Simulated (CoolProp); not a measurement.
Isobutane along the isotherm 345.8 K: density (kg/m³) from the reference equation and from simpler models built on Tc = 407.8 K, pc = 36.29 bar, ω = 0.184; each cubic takes its own stable root.

Computed with CoolProp (reference Helmholtz-energy equation of state, Bücker 2006).

```csv
p (bar),phase,reference,Redlich-Kwong,Soave-Redlich-Kwong
20.2,liquid,486.8,424.0,439.3
40.3,liquid,495.2,440.5,453.2
60.5,liquid,502.4,453.7,464.6
80.6,liquid,508.7,464.6,474.3
101,liquid,514.5,474.1,482.9
121,liquid,519.6,482.3,490.3
141,liquid,524.4,489.6,497.1
161,liquid,528.8,496.3,503.2
181,liquid,532.9,502.3,508.8
```
